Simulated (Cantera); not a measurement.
**Cu + O₂ + N₂ (metals in furnace atmospheres)**

A closed system holds: 1 mol Cu, 0.0034 mol O₂, 8.1 mol N₂, equilibrated at 750 Torr.

Method: chemical equilibrium by Gibbs-energy minimisation in Cantera with the NASA 1993 tables (ideal gas, pure condensed phases). Candidate condensed phases: Cu, CuO, Cu₂O; 12 gas species. Each liquid is taken as pure. Mutual solubility and eutectic melting of coexisting phases are not modelled. Equilibrium is a limit: real reactors are often held back by kinetics, nucleation or transport.

| T (°C) | log p N₂ | log p O₂ | log p NO | log p Cu | log p O | log p CuO | n Cu(l) | n Cu₂O(s) | n Cu₂O(l) |
|---|---|---|---|---|---|---|---|---|---|
| 1150 | 0.00 | -4.72 | -5.05 | -5.68 | -8.23 | -8.67 | 0.987 | 0.00642 | 0 |
| 1175 | 0.00 | -4.48 | -4.87 | -5.48 | -7.95 | -8.37 | 0.988 | 0.00615 | 0 |
| 1200 | 0.00 | -4.24 | -4.70 | -5.29 | -7.68 | -8.08 | 0.989 | 0.00572 | 0 |
| 1225 | 0.00 | -4.02 | -4.54 | -5.10 | -7.41 | -7.80 | 0.990 | 0.00501 | 0 |
| 1250 | 0.00 | -3.82 | -4.38 | -4.92 | -7.17 | -7.54 | 0.992 | 0 | 0.00401 |
| 1275 | 0.00 | -3.68 | -4.26 | -4.75 | -6.96 | -7.31 | 0.994 | 0 | 0.00298 |
| 1300 | 0.00 | -3.55 | -4.15 | -4.58 | -6.76 | -7.10 | 0.997 | 0 | 0.00163 |
| 1325 | 0.00 | -3.43 | -4.04 | -4.41 | -6.56 | -6.89 | 1.000 | 0 | 0 |
log p: log10 of the partial pressure in bar; n: condensed amount in mol.

From 1150 °C to 1225 °C the condensed part is Cu(l) + Cu₂O(s). From 1250 °C to 1300 °C the condensed part is Cu(l) + Cu₂O(l). At 1325 °C the condensed part is Cu(l). The main Cu-bearing gas is Cu throughout.
